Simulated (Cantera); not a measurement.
An isothermal, constant-pressure homogeneous reactor starts with CH4 : H2O : H2 = 1 : 1.6 : 0.068 (molar parts), at 1525 K and 1.00 bar.

Detailed kinetics in Cantera: GRI-Mech 3.0 (53 species, 325 reactions).

Q: Predict: x(CH4) at 4.00 s; x(H2O) at 4.00 s; x(H2) at 4.00 s; x(HCO) at 4.00 s.

A: 
```json
{
  "x(CH4) at 4.00 s": "0.0583 (gas-phase equilibrium 1.68e-6)",
  "x(H2O) at 4.00 s": "0.315 (gas-phase equilibrium 0.116)",
  "x(H2) at 4.00 s": "0.477 (gas-phase equilibrium 0.670)",
  "x(HCO) at 4.00 s": "1.83e-9 (gas-phase equilibrium 5.73e-9)"
}
```
